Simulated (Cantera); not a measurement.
An isothermal, constant-pressure homogeneous reactor starts with H₂ : O₂ = 0.027 : 1 (molar parts), at 1450 K and 0.0110 bar. Integrator tolerance rtol = 1e-08.

Model: the H2/O2 subset of GRI-Mech 3.0, which has no nitrogen chemistry, integrated in Cantera. Radical loss at walls, strong at low pressure, is not modelled.

### Question
What does this change do: O2 1 to 6.7 parts?

### Answer
```csv
quantity,before,after
x(H₂) at 20.0 s,3.77e-7 (gas-phase equilibrium 2.45e-7),2.09e-7 (gas-phase equilibrium 3.64e-8)
x(O₂) at 20.0 s,0.973 (gas-phase equilibrium 0.973),0.996 (gas-phase equilibrium 0.996)
x(OH) at 20.0 s,0.000145 (gas-phase equilibrium 0.000117),0.000109 (gas-phase equilibrium 4.56e-5)
x(O) at 20.0 s,2.92e-5 (gas-phase equilibrium 1.90e-5),0.000111 (gas-phase equilibrium 1.92e-5)
x(H₂O) at 20.0 s,0.0266 (gas-phase equilibrium 0.0266),0.00397 (gas-phase equilibrium 0.00400)
```

### Question
What does this change do: temperature 1450 to 900 K?

### Answer
```csv
quantity,before,after
x(H₂) at 20.0 s,3.77e-7 (gas-phase equilibrium 2.45e-7),3.43e-9 (gas-phase equilibrium <1e-12)
x(O₂) at 20.0 s,0.973 (gas-phase equilibrium 0.973),0.973 (gas-phase equilibrium 0.973)
x(OH) at 20.0 s,0.000145 (gas-phase equilibrium 0.000117),1.57e-6 (gas-phase equilibrium 3.08e-8)
x(O) at 20.0 s,2.92e-5 (gas-phase equilibrium 1.90e-5),1.31e-7 (gas-phase equilibrium 5.10e-11)
x(H₂O) at 20.0 s,0.0266 (gas-phase equilibrium 0.0266),0.0266 (gas-phase equilibrium 0.0266)
```
Below about 950 K walls govern HO2 and H2O2 in real vessels.

### Question
What does this change do: temperature 1450 to 925 K?

### Answer
```csv
quantity,before,after
x(H₂) at 20.0 s,3.77e-7 (gas-phase equilibrium 2.45e-7),3.67e-9 (gas-phase equilibrium 2.02e-12)
x(O₂) at 20.0 s,0.973 (gas-phase equilibrium 0.973),0.973 (gas-phase equilibrium 0.973)
x(OH) at 20.0 s,0.000145 (gas-phase equilibrium 0.000117),2.10e-6 (gas-phase equilibrium 5.53e-8)
x(O) at 20.0 s,2.92e-5 (gas-phase equilibrium 1.90e-5),1.81e-7 (gas-phase equilibrium 1.27e-10)
x(H₂O) at 20.0 s,0.0266 (gas-phase equilibrium 0.0266),0.0266 (gas-phase equilibrium 0.0266)
```
Below about 950 K walls govern HO2 and H2O2 in real vessels.
